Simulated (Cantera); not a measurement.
An adiabatic, constant-volume homogeneous reactor starts with 9.68 % CH₄, 9.20 % CO, 16.0 % O₂, 60.0 % N₂, 5.13 % H₂O, at 1375 K and 9.87 atm.

Model: GRI-Mech 3.0 (53 species, 325 reactions), integrated in Cantera.

x: mole fraction; the columns are a selection and need not sum to one.

```
t (s)     T (K)  P (bar)     x CH₄    x CO     x O₂    x C₂H₂   x H₂O₂    x HO₂     x N₂O
--------  -----  -------  --------  ------  -------  --------  -------  -------  --------
2.00e-6    1375    10.00    0.0968  0.0920    0.160    <1e-12  5.29e-9  2.10e-7    <1e-12
5.37e-6    1375    10.00    0.0968  0.0920    0.160    <1e-12  2.08e-8  4.05e-7  2.32e-12
1.44e-5    1375     10.0    0.0968  0.0920    0.160    <1e-12  4.32e-8  5.86e-7  8.93e-12
3.86e-5    1375     10.0    0.0968  0.0920    0.160  4.28e-12  6.32e-8  8.17e-7  3.53e-11
0.000104   1376     10.0    0.0966  0.0919    0.160  2.64e-10  1.08e-7  1.35e-6  1.51e-10
0.000278   1379     10.0    0.0961  0.0918    0.159   7.13e-9  2.35e-7  2.73e-6  6.48e-10
0.000746   1404     10.2    0.0932  0.0916    0.157       [?]      [?]      [?]       [?]
0.00200    2982     22.7  1.77e-11   0.116  0.00132    <1e-12  5.31e-7  2.70e-6   7.28e-7
0.00537    2982     22.7  1.77e-11   0.116  0.00132    <1e-12  5.31e-7  2.70e-6   7.28e-7
0.0144     2982     22.7  1.77e-11   0.116  0.00132    <1e-12  5.31e-7  2.70e-6   7.28e-7
0.0386     2982     22.7  1.77e-11   0.116  0.00132    <1e-12  5.31e-7  2.70e-6   7.28e-7
0.104      2982     22.7  1.77e-11   0.116  0.00132    <1e-12  5.31e-7  2.70e-6   7.28e-7
0.278      2982     22.7  1.77e-11   0.116  0.00132    <1e-12  5.31e-7  2.70e-6   7.28e-7
0.746      2982     22.7  1.77e-11   0.116  0.00132    <1e-12  5.31e-7  2.70e-6   7.28e-7
2.00       2982     22.7  1.77e-11   0.116  0.00132    <1e-12  5.31e-7  2.70e-6   7.28e-7
```

Question: Complete the blanks.

Answer: 
- 0.000746, x C₂H₂: 3.94e-7
- 0.000746, x H₂O₂: 9.77e-7
- 0.000746, x HO₂: 9.95e-6
- 0.000746, x N₂O: 4.36e-9
